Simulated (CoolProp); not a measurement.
Vapour-liquid equilibrium of R13 (1) + n-butane (2) at 0.0762 MPa; x and y are mole fractions of (1).

Values from CoolProp's multi-fluid Helmholtz-energy mixture model, Platzer 1990 and Bücker 2006; pair parameters Bell 2016. This equation is an older, rougher fit; its heat capacities, sound speeds and derivatives of the liquid may be far off and weren't checked against measurements.

```json
[
 {"x": "0.05", "bubble temperature (K)": "232.4", "y at the bubble point": "0.792", "dew temperature at overall composition x (K)": "264.1", "liquid density (mol/L)": "11.16"},
 {"x": "0.2", "bubble temperature (K)": "204.4", "y at the bubble point": "0.969", "dew temperature at overall composition x (K)": "260.0", "liquid density (mol/L)": "___"},
 {"x": "0.35", "bubble temperature (K)": "197.2", "y at the bubble point": "0.984", "dew temperature at overall composition x (K)": "255.2", "liquid density (mol/L)": "12.52"},
 {"x": "0.5", "bubble temperature (K)": "194.0", "y at the bubble point": "0.989", "dew temperature at overall composition x (K)": "249.5", "liquid density (mol/L)": "12.99"},
 {"x": "0.65", "bubble temperature (K)": "191.8", "y at the bubble point": "___", "dew temperature at overall composition x (K)": "242.2", "liquid density (mol/L)": "13.47"},
 {"x": "0.8", "bubble temperature (K)": "189.7", "y at the bubble point": "___", "dew temperature at overall composition x (K)": "231.7", "liquid density (mol/L)": "13.98"},
 {"x": "0.95", "bubble temperature (K)": "187.4", "y at the bubble point": "0.999", "dew temperature at overall composition x (K)": "210.3", "liquid density (mol/L)": "14.54"}
]
```

Task: Fill in the missing entries.

Result: 
- 0.2, liquid density (mol/L): 12.00
- 0.65, y at the bubble point: 0.992
- 0.8, y at the bubble point: 0.995

No azeotrope shows between x = 0.05 and 0.95.

Pair parameters are fitted to limited data, so mixtures are less certain than the pure fluids. With so large a gap from Raoult's law the liquid may split in two, which this calculation doesn't test in full.
